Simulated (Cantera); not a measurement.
A Cantera script and what it prints.

```python
import numpy as np
import cantera as ct

gas_names = """
    Cr CrN CrO CrO2 CrO3 H HNO HNO2 HNO3 HO2 H2 H2O H2O2 N NH NH2 NH3 NH2OH NO NO2 NO3 N2 N2H2 N2H4 N2O
    O OH O2 O3
""".split()
cond_names = """
    Cr(cr) Cr(L) CrN(s) Cr2N(s) Cr2O3(s) Cr2O3(L) H2O(s) H2O(L)
""".split()


# ... load() reads the species with a 1 bar reference pressure and builds the phases ...
atoms = {
    'Cr': {'Cr': 1},
    'O2': {'O': 2},
    'H2': {'H': 2},
    'N2O': {'N': 2, 'O': 1},
}
top_T = {'CrN(s)': 1900, 'Cr2N(s)': 1900}  # K; cautious upper limits of use, not melting points


# ... equilibrate(T, P, feed) seeds the gas with the atoms and calls Mixture.equilibrate('TP', solver="vcs", rtol=1e-11, max_steps=5000) ...
results = []
feed = {'Cr': 1, 'O2': 0.036, 'H2': 45, 'N2O': 3.6}  # mol
T = 923  # K
P = 133.322  # Pa
mix = equilibrate(T, P, feed)
results.append((T, P, feed, dict(zip(mix.species_names, mix.species_moles))))
print(gas.report(threshold=0.0001))
for i in range(1, mix.n_phases):
    print(f"{mix.phase(i).name:16s} {mix.phase_moles(i):12.5e} mol")
```

It prints:

```
       temperature   923 K
          pressure   133.32 Pa
           density   8.0901e-05 kg/m^3
  mean mol. weight   4.6568 kg/kmol
   phase of matter   gas

                          1 kg             1 kmol
                     ---------------   ---------------
          enthalpy         1.676e+06        7.8048e+06  J
   internal energy             28031        1.3054e+05  J
           entropy             49403        2.3006e+05  J/K
    Gibbs function       -4.3923e+07       -2.0454e+08  J
 heat capacity c_p            6584.7             30664  J/K
 heat capacity c_v            4799.3             22349  J/K

                      mass frac. Y      mole frac. X     chem. pot. / RT
                     ---------------   ---------------   ---------------
                H2            0.3815           0.88123           -24.057
               H2O           0.17289          0.044691           -65.859
                N2           0.44561          0.074074           -33.882
     [  +26 minor]        1.1101e-06        3.0945e-07

Cr(cr)            0.00000e+00 mol
CrN(s)            0.00000e+00 mol
Cr2N(s)           0.00000e+00 mol
Cr2O3(s)          5.00000e-01 mol
```

These are equilibrium values from Cantera (NASA tables, ideal gas, pure condensed phases), not measurements of a reactor.
